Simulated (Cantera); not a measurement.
# Equilibrium for boron, boron nitride and boron oxide: B + NH3 + H2 + H2O

A closed system holds: 1 mol B, a varied amount of NH3, 5.7 mol H2, 0.06 mol H2O, equilibrated at 10000 Pa.

Method: chemical equilibrium by Gibbs-energy minimisation in Cantera with the NASA 1993 tables (ideal gas, pure condensed phases). Candidate condensed phases: B, BN, B2O3, B3O3H3, H2O; 39 gas species. Mutual solubility and eutectic melting of coexisting phases are not modelled. Gases not in the tables: H3BO3. Kinetics and transport are ignored.

Map the stable condensed phases over T = 898, 948, 998, 1048, 1098, 1148, 1198, 1248, 1298, 1348, 1398, 1448 K and n(NH3) in mol = 1.5, 1.9, 2.5, 3.1, 4, 5, 6.4, 8.1, 10, 13.


```
T in K \ n(NH3) in mol
         1.5 1.9 2.5 3.1   4   5 6.4 8.1  10  13
   1448    A   A   A   B   B   B   B   B   B   B
   1398    A   A   A   A   A   B   B   B   B   B
   1348    A   A   A   A   A   A   A   B   B   B
   1298    A   A   A   A   A   A   A   A   B   B
   1248    A   A   A   A   A   A   A   A   A   B
   1198    A   A   A   A   A   A   A   A   A   B
   1148    A   A   A   A   A   A   A   A   A   B
   1098    A   A   A   A   A   A   A   A   A   B
   1048    A   A   A   A   A   A   A   A   A   B
    998    A   A   A   A   A   A   A   A   A   B
    948    A   A   A   A   A   A   A   A   A   B
    898    A   A   A   A   A   A   A   A   A   B
```
A: BN + B2O3; B: BN.
